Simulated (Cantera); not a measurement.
A Cantera script and what it prints.

```python
import numpy as np
import cantera as ct

gas_names = [...]  # 93 gases of nasa_gas.yaml made of C, H, N, Ti
cond_names = """
    C(gr) C6H6(L) C7H8(L) C8H18(L),n-octa Ti(a) Ti(b) Ti(L) TiC(s) TiC(L) TiN(s) TiN(L)
""".split()


# ... load() reads the species with a 1 bar reference pressure and builds the phases ...
atoms = {
    'Ti(NMe2)4': {'Ti': 1, 'C': 8, 'H': 24, 'N': 4},
    'H2': {'H': 2},
}
top_T = {'C(gr)': 4500}  # K; cautious upper limits of use, not melting points


# ... equilibrate(T, P, feed) seeds the gas with the atoms and calls Mixture.equilibrate('TP', solver="vcs", rtol=1e-11, max_steps=5000) ...
results = []
feed = {'Ti(NMe2)4': 1, 'H2': 150}  # mol
P = 25000  # Pa
for T in [1848, 1873, 1898, 1923, 1948, 1973, 1998, 2023, 2048, 2073, 2098, 2123, 2148]:
    mix = equilibrate(T, P, feed)
    results.append((T, P, feed, dict(zip(mix.species_names, mix.species_moles))))
    x = sorted(zip(gas.X, gas.species_names), reverse=True)
    print(f"T = {T:g} K  P = {P:g} Pa  gas = {mix.phase_moles(0):.4g} mol")
    print("   x: " + "  ".join(f"{s} {v:.3e}" for v, s in x if v > 1e-05))
    print("   condensed (mol): " + ("  ".join(f"{mix.phase(i).name} {mix.phase_moles(i):.4g}"
          for i in range(1, mix.n_phases) if mix.phase_moles(i) > 1e-12) or "none"))
```

Output:

```
T = 1848 K  P = 25000 Pa  gas = 164.1 mol
   x: H2 9.859e-01  N2 1.176e-02  H 1.053e-03  HCN 8.302e-04  C2H2,acetylene 2.539e-04  CH4 1.601e-04  HNC 3.499e-05
   condensed (mol): C(gr) 6.748  TiC(s) 1
T = 1873 K  P = 25000 Pa  gas = 164.1 mol
   x: H2 9.856e-01  N2 1.170e-02  H 1.281e-03  HCN 9.281e-04  C2H2,acetylene 3.076e-04  CH4 1.480e-04  HNC 4.123e-05
   condensed (mol): C(gr) 6.715  TiC(s) 1
T = 1898 K  P = 25000 Pa  gas = 164.1 mol
   x: H2 9.852e-01  N2 1.165e-02  H 1.552e-03  HCN 1.034e-03  C2H2,acetylene 3.707e-04  CH4 1.372e-04  HNC 4.835e-05
   condensed (mol): C(gr) 6.677  TiC(s) 1
T = 1923 K  P = 25000 Pa  gas = 164.1 mol
   x: H2 9.848e-01  N2 1.158e-02  H 1.870e-03  HCN 1.149e-03  C2H2,acetylene 4.445e-04  CH4 1.274e-04  HNC 5.645e-05
   condensed (mol): C(gr) 6.634  TiC(s) 1
T = 1948 K  P = 25000 Pa  gas = 164.2 mol
   x: H2 9.843e-01  N2 1.151e-02  H 2.242e-03  HCN 1.272e-03  C2H2,acetylene 5.305e-04  CH4 1.185e-04  HNC 6.561e-05
   condensed (mol): C(gr) 6.585  TiC(s) 1
T = 1973 K  P = 25000 Pa  gas = 164.2 mol
   x: H2 9.837e-01  N2 1.144e-02  H 2.676e-03  HCN 1.404e-03  C2H2,acetylene 6.301e-04  CH4 1.104e-04  HNC 7.594e-05
   condensed (mol): C(gr) 6.53  TiC(s) 1
T = 1998 K  P = 25000 Pa  gas = 164.2 mol
   x: H2 9.830e-01  N2 1.136e-02  H 3.181e-03  HCN 1.546e-03  C2H2,acetylene 7.452e-04  CH4 1.031e-04  HNC 8.753e-05
   condensed (mol): C(gr) 6.468  TiC(s) 1
T = 2023 K  P = 25000 Pa  gas = 164.3 mol
   x: H2 9.822e-01  N2 1.127e-02  H 3.764e-03  HCN 1.697e-03  C2H2,acetylene 8.774e-04  HNC 1.005e-04  CH4 9.637e-05
   condensed (mol): C(gr) 6.399  TiC(s) 1
T = 2048 K  P = 25000 Pa  gas = 164.3 mol
   x: H2 9.813e-01  N2 1.118e-02  H 4.436e-03  HCN 1.858e-03  C2H2,acetylene 1.029e-03  HNC 1.149e-04  CH4 9.023e-05
   condensed (mol): C(gr) 6.321  TiC(s) 1
T = 2073 K  P = 25000 Pa  gas = 164.4 mol
   x: H2 9.803e-01  N2 1.108e-02  H 5.208e-03  HCN 2.028e-03  C2H2,acetylene 1.201e-03  HNC 1.309e-04  CH4 8.461e-05
   condensed (mol): C(gr) 6.234  TiC(s) 1
T = 2098 K  P = 25000 Pa  gas = 164.5 mol
   x: H2 9.791e-01  N2 1.098e-02  H 6.090e-03  HCN 2.208e-03  C2H2,acetylene 1.397e-03  HNC 1.486e-04  CH4 7.944e-05
   condensed (mol): C(gr) 6.137  TiC(s) 1
T = 2123 K  P = 25000 Pa  gas = 164.6 mol
   x: H2 9.778e-01  N2 1.087e-02  H 7.095e-03  HCN 2.398e-03  C2H2,acetylene 1.619e-03  HNC 1.681e-04  CH4 7.468e-05  CH3 1.052e-05
   condensed (mol): C(gr) 6.029  TiC(s) 1
T = 2148 K  P = 25000 Pa  gas = 164.7 mol
   x: H2 9.763e-01  N2 1.075e-02  H 8.236e-03  HCN 2.597e-03  C2H2,acetylene 1.870e-03  HNC 1.895e-04  CH4 7.029e-05  CH3 1.147e-05
   condensed (mol): C(gr) 5.91  TiC(s) 1
```

Equilibrium computed with Cantera from the NASA thermochemical tables; the gas is ideal and each condensed phase is pure. The feed counts by its element totals alone. TiC: taken at fixed stoichiometry.
